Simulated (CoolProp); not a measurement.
Carbonyl sulfide along the isotherm 33.95 °C: density (kg/m³) from the reference equation and from simpler models built on Tc = 105.6 °C, pc = 63.69 bar, ω = 0.098; each cubic takes its own stable root.

Model: reference Helmholtz-energy equation of state, Lemmon 2006, in CoolProp. It is a short technical equation, of lower accuracy than the large ones.

```csv
p (bar),phase,reference
0.302,gas,0.7127
0.688,gas,1.630
1.56,gas,3.729
3.56,gas,8.694
8.1,gas,20.89
18.4,liquid,964.6
42,liquid,975.8
95.5,liquid,997.4
```

Task: How far does each simpler model (Redlich-Kwong, Peng-Robinson) lie from the reference over these 8 states: mean and median of the absolute difference, and the worst?

Result: 
- Redlich-Kwong: mean 3.3 %, median 0.3 %, worst -9.7 % at 33.95 °C and 18.4 bar
- Peng-Robinson: mean 1.9 %, median 0.3 %, worst +5.6 % at 33.95 °C and 95.5 bar
